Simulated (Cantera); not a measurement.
A Cantera script and what it prints.

```python
import numpy as np
import cantera as ct

gas_names = """
    C CH CH2 CH3 CH4 C2 C2H C2H2,acetylene C2H2,vinylidene C2H3,vinyl C2H4 C2H5 C2H6 C3 C3H3,propargyl
    C3H4,allene C3H4,propyne C3H4,cyclo- C3H5,allyl C3H6,propylene C3H6,cyclo- C3H7,n-propyl
    C3H7,i-propyl C3H8 C4 C4H2 C4H4,1,3-cyclo- C4H6,butadiene C4H6,2-butyne C4H6,cyclo- C4H8,1-butene
    C4H8,cis2-buten C4H8,tr2-butene C4H8,isobutene C4H8,cyclo- C4H9,n-butyl C4H9,i-butyl C4H9,s-butyl
    C4H9,t-butyl C4H10,isobutane C4H10,n-butane C5 C5H6,1,3cyclo- C5H8,cyclo- C5H10,1-pentene
    C5H10,cyclo- C5H11,pentyl C5H11,t-pentyl C5H12,n-pentane C5H12,i-pentane CH3C(CH3)2CH3 C6H2
    C6H5,phenyl C6H6 C6H10,cyclo- C6H12,1-hexene C6H12,cyclo- C6H13,n-hexyl C7H7,benzyl C7H8
    C7H14,1-heptene C7H15,n-heptyl C7H16,n-heptane C8H8,styrene C8H10,ethylbenz C8H16,1-octene
    C8H17,n-octyl C8H18,isooctane C8H18,n-octane C9H19,n-nonyl C10H8,naphthale C10H21,n-decyl
    C12H9,o-bipheny C12H10,bipheny H H2 Si SiC SiC2 SiC4H12 SiH SiH2 SiH3 SiH4 Si2 Si2C Si3
""".split()
cond_names = """
    C(gr) C6H6(L) C7H8(L) C8H18(L),n-octa Si(cr) Si(L) SiC(b)
""".split()


def load(file, names, dense=False):
    # The tables refer to 1 bar. Condensed volumes are neglected.
    table = {s.name: s for s in ct.Species.list_from_file(file)}
    out = []
    for n in names:
        d = dict(table[n].input_data)
        d["thermo"] = dict(d["thermo"], **{"reference-pressure": 1e5})
        if dense:
            d["equation-of-state"] = {"model": "constant-volume", "density": "1e6 g/cm^3"}
        out.append(ct.Species.from_dict(d))
    return out


gas = ct.Solution(thermo="ideal-gas", species=load("nasa_gas.yaml", gas_names))
cond = {s.name: ct.Solution(thermo="fixed-stoichiometry", species=[s], name=s.name)
        for s in load("nasa_condensed.yaml", cond_names, dense=True)}
atoms = {
    'SiC': {'Si': 1, 'C': 1},
    'C': {'C': 1},
    'H2': {'H': 2},
}
top_T = {'C(gr)': 4500, 'SiC(b)': 3050}  # K; cautious upper limits of use, not melting points


def equilibrate(T, P, feed):
    n = {}
    for name, mol in feed.items():
        for a, k in atoms[name].items():
            n[a] = n.get(a, 0.0) + k * mol
    gas.TPX = T, P, n
    mass = sum(n.values()) * gas.mean_molecular_weight
    gas.equilibrate("TP")
    valid = [c for c in cond.values() if c.min_temp <= T <= top_T.get(c.name, c.max_temp)]
    mix = ct.Mixture([(gas, mass / gas.mean_molecular_weight)] + [(c, 0.0) for c in valid])
    mix.T, mix.P = T, P
    mix.equilibrate("TP", solver="vcs", rtol=1e-11, max_steps=5000)
    return mix


results = []
feed = {'SiC': 1, 'C': 0.0034, 'H2': 0.033}  # mol
P = 90000  # Pa
for T in [1573, 1673, 1773, 1873, 1973, 2073, 2173, 2273, 2373, 2473, 2573, 2673]:
    mix = equilibrate(T, P, feed)
    results.append((T, P, feed, dict(zip(mix.species_names, mix.species_moles))))
    x = sorted(zip(gas.X, gas.species_names), reverse=True)
    print(f"T = {T:g} K  P = {P:g} Pa  gas = {mix.phase_moles(0):.4g} mol")
    print("   x: " + "  ".join(f"{s} {v:.3e}" for v, s in x if v > 1e-06))
    print("   condensed (mol): " + ("  ".join(f"{mix.phase(i).name} {mix.phase_moles(i):.4g}"
          for i in range(1, mix.n_phases) if mix.phase_moles(i) > 1e-12) or "none"))
```

It prints:

```
T = 1573 K  P = 90000 Pa  gas = 0.03295 mol
   x: H2 9.983e-01  CH4 1.646e-03  H 4.282e-05  C2H2,acetylene 2.061e-05  C2H4 2.628e-06  CH3 1.436e-06
   condensed (mol): C(gr) 0.003344  SiC(b) 1
T = 1673 K  P = 90000 Pa  gas = 0.03297 mol
   x: H2 9.987e-01  CH4 1.090e-03  H 1.200e-04  C2H2,acetylene 5.690e-05  C2H4 3.087e-06  CH3 2.664e-06
   condensed (mol): C(gr) 0.00336  SiC(b) 1
T = 1773 K  P = 90000 Pa  gas = 0.03298 mol
   x: H2 9.988e-01  CH4 7.568e-04  H 2.997e-04  C2H2,acetylene 1.398e-04  CH3 4.602e-06  C2H4 3.556e-06
   condensed (mol): C(gr) 0.003365  SiC(b) 1
T = 1873 K  P = 90000 Pa  gas = 0.03299 mol
   x: H2 9.984e-01  H 6.798e-04  CH4 5.470e-04  C2H2,acetylene 3.116e-04  CH3 7.485e-06  C2H4 4.030e-06  SiH2 1.626e-06
   condensed (mol): C(gr) 0.003361  SiC(b) 1
T = 1973 K  P = 90000 Pa  gas = 0.03301 mol
   x: H2 9.975e-01  H 1.421e-03  C2H2,acetylene 6.390e-04  CH4 4.088e-04  CH3 1.156e-05  C2H4 4.503e-06  SiH2 4.491e-06  Si 1.737e-06  SiH 1.191e-06
   condensed (mol): C(gr) 0.003344  SiC(b) 1
T = 2073 K  P = 90000 Pa  gas = 0.03304 mol
   x: H2 9.957e-01  H 2.766e-03  C2H2,acetylene 1.220e-03  CH4 3.142e-04  CH3 1.709e-05  SiH2 1.122e-05  Si 7.878e-06  C2H4 4.969e-06  SiH 4.289e-06
   condensed (mol): C(gr) 0.003309  SiC(b) 1
T = 2173 K  P = 90000 Pa  gas = 0.03308 mol
   x: H2 9.924e-01  H 5.067e-03  C2H2,acetylene 2.190e-03  CH4 2.472e-04  Si 3.103e-05  SiH2 2.570e-05  CH3 2.430e-05  SiH 1.369e-05  C2H4 5.416e-06  SiC2 2.687e-06  C4H2 1.965e-06  Si2C 1.658e-06
   condensed (mol): C(gr) 0.003248  SiC(b) 1
T = 2273 K  P = 90000 Pa  gas = 0.03314 mol
   x: H2 9.870e-01  H 8.797e-03  C2H2,acetylene 3.721e-03  CH4 1.980e-04  Si 1.081e-04  SiH2 5.451e-05  SiH 3.931e-05  CH3 3.334e-05  SiC2 1.358e-05  Si2C 8.074e-06  C2H4 5.831e-06  C4H2 5.737e-06  C2H 1.398e-06  C2H2,vinylidene 1.242e-06
   condensed (mol): C(gr) 0.003151  SiC(b) 1
T = 2373 K  P = 90000 Pa  gas = 0.03325 mol
   x: H2 9.785e-01  H 1.456e-02  C2H2,acetylene 6.020e-03  Si 3.388e-04  CH4 1.608e-04  SiH2 1.080e-04  SiH 1.029e-04  SiC2 5.967e-05  CH3 4.427e-05  Si2C 3.426e-05  C4H2 1.522e-05  C2H4 6.193e-06  C2H 4.839e-06  C2H2,vinylidene 2.981e-06  CH2 1.309e-06  Si2 1.296e-06
   condensed (mol): C(gr) 0.003007  SiC(b) 1
T = 2473 K  P = 90000 Pa  gas = 0.03343 mol
   x: H2 9.656e-01  H 2.310e-02  C2H2,acetylene 9.310e-03  Si 9.662e-04  SiH 2.481e-04  SiC2 2.317e-04  SiH2 2.011e-04  CH4 1.316e-04  Si2C 1.288e-04  CH3 5.695e-05  C4H2 3.704e-05  C2H 1.509e-05  C2H2,vinylidene 6.616e-06  C2H4 6.476e-06  Si2 5.566e-06  CH2 2.798e-06  C3H3,propargyl 1.547e-06  C2H3,vinyl 1.536e-06
   condensed (mol): C(gr) 0.002808  SiC(b) 0.9999
T = 2573 K  P = 90000 Pa  gas = 0.03373 mol
   x: H2 9.459e-01  H 3.522e-02  C2H2,acetylene 1.380e-02  Si 2.537e-03  SiC2 8.068e-04  SiH 5.553e-04  Si2C 4.354e-04  SiH2 3.534e-04  CH4 1.078e-04  C4H2 8.330e-05  CH3 7.093e-05  C2H 4.286e-05  Si2 2.128e-05  C2H2,vinylidene 1.366e-05  C2H4 6.639e-06  CH2 5.586e-06  C3H3,propargyl 2.802e-06  C2H3,vinyl 2.539e-06  SiC 1.665e-06  C3 1.663e-06  Si3 1.013e-06
   condensed (mol): C(gr) 0.002552  SiC(b) 0.9998
T = 2673 K  P = 90000 Pa  gas = 0.03425 mol
   x: H2 9.163e-01  H 5.172e-02  C2H2,acetylene 1.958e-02  Si 6.191e-03  SiC2 2.551e-03  Si2C 1.339e-03  SiH 1.161e-03  SiH2 5.871e-04  C4H2 1.738e-04  C2H 1.117e-04  CH4 8.749e-05  CH3 8.519e-05  Si2 7.339e-05  C2H2,vinylidene 2.635e-05  CH2 1.044e-05  C3 6.808e-06  C2H4 6.621e-06  SiC 6.434e-06  C3H3,propargyl 4.757e-06  Si3 4.174e-06  C2H3,vinyl 3.964e-06  C 1.708e-06  C6H2 1.626e-06  CH 1.276e-06  SiH3 1.169e-06
   condensed (mol): C(gr) 0.002252  SiC(b) 0.9995
```

Equilibrium computed with Cantera from the NASA thermochemical tables; the gas is ideal and each condensed phase is pure. Gases not in the tables: Si2H6 and higher silanes.
